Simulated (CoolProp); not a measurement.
A simple Rankine cycle with R134a: condensing at 293.15 K, boiler at 1.91 MPa, turbine inlet 340.5 K, turbine efficiency 0.8, pump efficiency 0.7, no recuperator. Each further row changes one setting.

Model: reference Helmholtz-energy equation of state, Tillner-Roth 1994, in CoolProp.

```json
[
 {"case": "as stated", "thermal efficiency (%)": "8.8", "net work (kJ/kg)": "17.7", "heat in (kJ/kg)": "202", "turbine exit temperature (K)": "294.8", "volume ratio over the turbine": "3.62"},
 {"case": "turbine inlet 360.5 K", "thermal efficiency (%)": "9.1", "net work (kJ/kg)": "?", "heat in (kJ/kg)": "228", "turbine exit temperature (K)": "318.6", "volume ratio over the turbine": "3.45"},
 {"case": "condensing temperature 285.15 K", "thermal efficiency (%)": "?", "net work (kJ/kg)": "21.7", "heat in (kJ/kg)": "?", "turbine exit temperature (K)": "287.1", "volume ratio over the turbine": "4.66"},
 {"case": "boiler pressure 1.34 MPa", "thermal efficiency (%)": "6.7", "net work (kJ/kg)": "14.4", "heat in (kJ/kg)": "215", "turbine exit temperature (K)": "311.9", "volume ratio over the turbine": "2.38"},
 {"case": "turbine efficiency 0.7", "thermal efficiency (%)": "7.6", "net work (kJ/kg)": "15.3", "heat in (kJ/kg)": "202", "turbine exit temperature (K)": "297.2", "volume ratio over the turbine": "3.67"}
]
```

What belongs in the gaps?


- turbine inlet 360.5 K, net work (kJ/kg): 20.6
- condensing temperature 285.15 K, thermal efficiency (%): 10.2
- condensing temperature 285.15 K, heat in (kJ/kg): 213
